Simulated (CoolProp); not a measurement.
The fluid at 293.69 K and 4.14 MPa is throttled through a valve to 1.45 MPa with no heat exchange. The same conditions are run with several fluids, on thermodynamics alone (safety and materials aside).

Computed with CoolProp (reference Helmholtz-energy equation of state of each fluid (carbon monoxide: Lemmon 2006; CF4 (R14): Platzer 1990; normal hydrogen: Leachman 2009; C2F6 (R116): Lemmon 2006; nitrogen: Span 2000)). The equations of Platzer and Polt are older, rougher fits.

Problem. Rank carbon monoxide, CF4 (R14), normal hydrogen, C2F6 (R116), nitrogen by temperature change (K), highest first.

Solution. normal hydrogen (+0.8), nitrogen (-5.5), carbon monoxide (-6.5), CF4 (R14) (-16.4), C2F6 (R116) (-29.4)

```tsv
fluid	final phase	final density (kg/m³)
carbon monoxide	gas	17.1
CF4 (R14)	gas	59.5
normal hydrogen	supercritical	1.18
C2F6 (R116)	two-phase, vapour fraction 0.512	231
nitrogen	gas	17.0
```
